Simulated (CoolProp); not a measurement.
A closed Brayton cycle with carbon dioxide: compressor inlet 319.15 K and 8 MPa, high pressure 26.5 MPa, turbine inlet 695 K, compressor efficiency 0.89, turbine efficiency 0.93, recuperator effectiveness 0.9 (on enthalpy, no pinch check). Each further row changes one setting.

Model: reference Helmholtz-energy equation of state, Span 1996, in CoolProp.

```csv
case,thermal efficiency (%),net work (kJ/kg),compressor to turbine work,compressor exit (K),turbine exit (K)
as stated,30.6,71.9,0.45,414.7,562.4
turbine inlet 645 K,27.4,59.8,0.49,414.7,517.5
compressor inlet 329.15 K,28.6,63.7,0.51,433.4,562.4
high pressure 22.5 MPa,30.4,66.0,0.42,401.4,580.0
recuperator effectiveness 0.5,23.7,71.9,0.45,414.7,562.4
```
